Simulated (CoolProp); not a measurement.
Computed with CoolProp (reference Helmholtz-energy equation of state, Bücker 2006).

Question: For isobutane, give the phase and the cp (kJ/(kg K)), conductivity (mW/(m K)) at 379.3 K and 2270 kPa; 379.3 K and 4540 kPa; 379.3 K and 13600 kPa.

Answer: 
- 379.3 K and 2270 kPa: liquid; cp 3.54, conductivity 65.2
- 379.3 K and 4540 kPa: liquid; cp 3.11, conductivity 68.5
- 379.3 K and 13600 kPa: liquid; cp 2.76, conductivity 77.4

Thermal conductivity comes from a separate model (Perkins 2002).
